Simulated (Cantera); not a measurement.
A perfectly stirred reactor is fed with NO : N2 = 1 : 0.18 (molar parts), at 0.0300 bar; it is held at 1725 K, and followed from long to short residence time.

Computed with Cantera and GRI-Mech 3.0 (53 species, 325 reactions). Radical loss at walls, strong at low pressure, is not modelled.

**Question.** What does this change do: pressure from 0.0300 bar to 0.320 bar?

**Answer.** 
```
quantity                 before     after
---------------------  --------  --------
x(NO) at τ = 1.10 s       0.841     0.794
x(O) at τ = 1.10 s      4.58e-5   2.01e-5
x(N2O) at τ = 1.10 s   0.000228  0.000235
x(N2) at τ = 1.10 s       0.155     0.179
x(NO2) at τ = 1.10 s    7.15e-5  0.000509
x(NO) at τ = 33.0 ms      0.847     0.846
x(O) at τ = 33.0 ms     2.53e-5   9.82e-6
x(N2O) at τ = 33.0 ms   6.23e-5  0.000209
x(N2) at τ = 33.0 ms      0.153     0.153
x(NO2) at τ = 33.0 ms   3.00e-5  0.000229
```
